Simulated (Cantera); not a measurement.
Input (Python, Cantera):

```python
import numpy as np
import cantera as ct

gas = ct.Solution("gri30.yaml")
gas.TPX = 1173, 1000000, {'CO': 0.027, 'O2': 0.0019, 'H2O': 0.025, 'N2': 1}
reactor = ct.IdealGasConstPressureReactor(gas, energy="off", clone=False)
net = ct.ReactorNet([reactor])
net.rtol, net.atol = 1e-08, 1e-18
show = ['CO', 'O2', 'H2O', 'H2O2', 'OH', 'H2']
times = np.geomspace(2e-06, 30, 9)

steps = ct.SolutionArray(gas, extra=["t"])
rows = []
print(f"{'t/s':>10s}{'T/K':>9s}{'P/Pa':>11s}" + "".join(f"{s:>11s}" for s in show))
for t in times:
    while net.time < t:
        t_next = net.step()
        steps.append(gas.state, t=t_next)
    rows.append([np.interp(t, steps.t, y) for y in (steps.T, steps.P, *steps(*show).X.T)])
    print(f"{t:10.3e}{rows[-1][0]:9.1f}{rows[-1][1]:11.4g}" + "".join(f"{x:11.3e}" for x in rows[-1][2:]))
rate = np.gradient(steps.T, steps.t)
print("integrator steps:", len(steps.t))
if steps.T.max() > steps.T[0] + 200:
    print(f"time of steepest temperature rise: {steps.t[rate.argmax()]:.4e} s")
gas.TPX = 1173, 1000000, {'CO': 0.027, 'O2': 0.0019, 'H2O': 0.025, 'N2': 1}
gas.equilibrate("TP")
print(f"equilibrium (TP): T = {gas.T:.1f} K  " + "  ".join(f"{s} {gas[s].X[0]:.3e}" for s in show))
```

Result:

```
       t/s      T/K       P/Pa         CO         O2        H2O       H2O2         OH         H2
 2.000e-06   1173.0      1e+06  2.562e-02  1.803e-03  2.372e-02  6.067e-18  1.345e-12  1.377e-14
 1.578e-05   1173.0      1e+06  2.562e-02  1.803e-03  2.372e-02  3.770e-15  1.950e-11  1.055e-11
 1.245e-04   1173.0      1e+06  2.562e-02  1.803e-03  2.372e-02  1.971e-12  1.808e-10  1.452e-09
 9.819e-04   1173.0      1e+06  2.561e-02  1.798e-03  2.372e-02  1.006e-08  6.091e-08  1.516e-06
 7.746e-03   1173.0      1e+06  2.303e-02  7.365e-04  2.326e-02  9.531e-08  4.586e-07  4.796e-04
 6.111e-02   1173.0      1e+06  1.947e-02  8.340e-07  2.118e-02  1.300e-11  2.137e-08  2.586e-03
 4.821e-01   1173.0      1e+06  1.862e-02  1.096e-08  2.033e-02  2.763e-14  1.390e-09  3.431e-03
 3.803e+00   1173.0      1e+06  1.803e-02  2.258e-10  1.974e-02  1.317e-16  1.632e-10  4.024e-03
 3.000e+01   1173.0      1e+06  1.734e-02  7.806e-13  1.905e-02  5.864e-18  5.340e-11  4.717e-03
integrator steps: 1949
equilibrium (TP): T = 1173.0 K  CO 1.218e-02  O2 1.029e-17  H2O 1.389e-02  H2O2 2.637e-18  OH 3.618e-11  H2 9.867e-03
```

Cantera simulation using GRI-Mech 3.0 (53 species, 325 reactions); the numbers are that mechanism's predictions, not measurements.
